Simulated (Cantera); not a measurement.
An isothermal, constant-pressure homogeneous reactor starts with 52.9 % CH4, 39.7 % CO2, 7.41 % H2, at 1400 K and 0.257 atm.

Detailed kinetics in Cantera: GRI-Mech 3.0 (53 species, 325 reactions).

x: mole fraction; the columns are a selection and need not sum to one.

```tsv
t (s)	x CH4	x CO2	x H2	x HO2	x OH	x HCO	x CH3
0.000900	0.529	0.397	0.0741	<1e-12	3.55e-10	<1e-12	1.79e-5
0.00222	0.529	0.397	0.0741	<1e-12	6.99e-10	<1e-12	3.60e-5
0.00546	0.529	0.397	0.0741	<1e-12	9.73e-10	3.20e-12	5.02e-5
0.0134	0.529	0.397	0.0742	<1e-12	?	1.38e-11	6.13e-5
0.0331	0.528	0.397	0.0745	<1e-12	?	4.37e-11	7.83e-5
0.0815	0.526	0.396	0.0754	<1e-12	?	8.17e-11	9.47e-5
0.201	0.521	0.394	0.0786	<1e-12	?	9.34e-11	9.90e-5
0.495	0.507	0.387	0.0878	<1e-12	?	9.13e-11	9.58e-5
1.22	0.476	0.371	0.109	<1e-12	?	8.79e-11	8.85e-5
3.00	0.412	0.331	0.146	<1e-12	?	9.59e-11	7.64e-5
```

Question: Complete the blanks.

Answer: 
- 0.0134, x OH: 1.19e-9
- 0.0331, x OH: 1.55e-9
- 0.0815, x OH: 1.97e-9
- 0.201, x OH: 2.37e-9
- 0.495, x OH: 3.12e-9
- 1.22, x OH: 5.02e-9
- 3.00, x OH: 9.81e-9
